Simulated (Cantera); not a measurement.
Charge: 1 mol SiH2Cl2, 3.6 mol NO, 9 mol N2, at 10.0 Pa.

Cantera equilibrium calculation (NASA polynomials, part measured and part estimated; ideal gas, pure solids and liquids). Candidate condensed phases: H2O, NH4Cl, Si, SiO2, Si2N2O, Si3N4; 47 gas species. Kinetics and transport are ignored. All values below are at 1073 K.

Base state: N2 0.794, HCl 0.138, O2 0.0565, Cl 0.00491, H2O 0.00454, Cl2 0.00208, NO 3.44e-5 (mole fractions); condensed: SiO2(β-quartz).

**Question.** What changes in the equilibrium state with this change: NO from 3.6 to 0.24 mol?

**Answer.** 
| species | before | after |
|---|---|---|
| N2 | 0.794 | 0.820 |
| HCl | 0.138 | 0.145 |
| H2 | 1.27e-9 | 0.0226 |
| O2 | 0.0565 | <1e-9 |
| SiCl4 | <1e-9 | 0.0106 |
| H2O | 0.00454 | <1e-9 |
| Cl2 | 0.00208 | <1e-9 |
| SiCl3 | <1e-9 | 0.000561 |
| SiCl2 | <1e-9 | 0.000474 |
| SiO2(β-quartz), mol | 1.00 | 0 |
| Si2N2O(s), mol | 0 | 0.240 |
| Si3N4(s), mol | 0 | 0.132 |
Mutual solubility and eutectic melting of coexisting phases are not modelled. The tables' values for SiCl3 are old estimates; treat these amounts as uncertain.

**Question.** What changes in the equilibrium state with this change: pressure from 10.0 Pa to 0.270 bar?

**Answer.** 
```csv
species,before,after
N2,0.794,0.801
HCl,0.138,0.113
O2,0.0565,0.0505
Cl2,0.00208,0.0176
H2O,0.00454,0.0177
Cl,0.00491,0.000274
NO,3.44e-5,3.27e-5
"SiO2(β-quartz), mol",1.00,1.00
```
